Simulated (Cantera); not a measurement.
An isothermal, constant-pressure homogeneous reactor starts with CH4 : N2 = 1 : 22 (molar parts), at 1600 K and 2670 Pa. Integrator tolerance rtol = 1e-08.

Detailed kinetics in Cantera: GRI-Mech 3.0 (53 species, 325 reactions). GRI-Mech 3.0 stops at C3 and has no aromatics, soot or wall deposition, so with more carbon than oxygen in the feed, carbon stays in small species such as C2H2 where larger ones or solid carbon would form. Radical loss at walls, strong at low pressure, is not modelled.

Problem. What does this change do: CH4 1 to 0.12 parts?

Solution. 
```csv
quantity,before,after
x(CH4) at 4.00 s,0.00326 (gas-phase equilibrium 8.36e-6),0.000539 (gas-phase equilibrium 5.83e-8)
x(C2H2) at 4.00 s,0.0192 (gas-phase equilibrium 0.00424),0.00241 (gas-phase equilibrium 9.53e-5)
x(H2) at 4.00 s,0.0577 (gas-phase equilibrium 0.0624),0.00725 (gas-phase equilibrium 0.00808)
x(CH3) at 4.00 s,6.82e-5 (gas-phase equilibrium 2.28e-7),2.70e-5 (gas-phase equilibrium 4.41e-9)
x(CH2) at 4.00 s,6.35e-8 (gas-phase equilibrium 2.85e-10),5.80e-8 (gas-phase equilibrium 1.54e-11)
```
